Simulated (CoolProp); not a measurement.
Vapour-liquid equilibrium of cyclopentane (1) + ethanol (2) at 1.29 MPa; x and y are mole fractions of (1).

Computed with CoolProp (multi-fluid Helmholtz-energy mixture model, Gedanitz 2015 and Schroeder 2014; pair parameters Bell 2016).

| x | bubble temperature, mixture model (K) | bubble temperature, Raoult's law (K) | y, mixture model | y, Raoult's law |
|---|---|---|---|---|
| 0.05 | 431.2 | 434.0 | 0.104 | 0.055 |
| 0.15 | 423.9 | 433.5 | 0.313 | 0.164 |
| 0.25 | 417.3 | 433.0 | 0.472 | 0.271 |
| 0.35 | 413.1 | 432.5 | 0.564 | 0.376 |
| 0.45 | 411.3 | 432.0 | 0.607 | 0.478 |
| 0.55 | 410.7 | 431.4 | 0.627 | 0.579 |
| 0.65 | 410.6 | 430.8 | 0.639 | 0.677 |
| 0.75 | 410.9 | 430.2 | 0.658 | 0.773 |
| 0.85 | 412.7 | 429.6 | 0.706 | 0.866 |
| 0.95 | 419.8 | 428.9 | 0.845 | 0.956 |

The largest gap from Raoult's law is -20.7 K in bubble temperature, at x = 0.55. y crosses x between x = 0.55 and 0.65: the model has an azeotrope there.

The pair parameters rest on a limited set of measurements; away from them the model extrapolates. With so large a gap from Raoult's law the liquid may split in two, which this calculation doesn't test in full.
